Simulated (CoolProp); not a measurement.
C3F8 (R218) at 359.29 K and 1.22 MPa is throttled through a valve to 0.356 MPa with no heat exchange. Each further row changes one setting.

Computed with CoolProp (reference Helmholtz-energy equation of state, Lemmon 2006). It is a short technical equation, of lower accuracy than the large ones.

```tsv
case	temperature change (K)	final density (kg/m³)
as stated	-7.2	(withheld)
outlet pressure 0.107 MPa	-9.1	(withheld)
outlet pressure 0.463 MPa	(withheld)	31.4
```

Q: Some entries are withheld; supply them.

A: 
- as stated, final density (kg/m³): 23.9
- outlet pressure 0.107 MPa, final density (kg/m³): 7.00
- outlet pressure 0.463 MPa, temperature change (K): -6.3
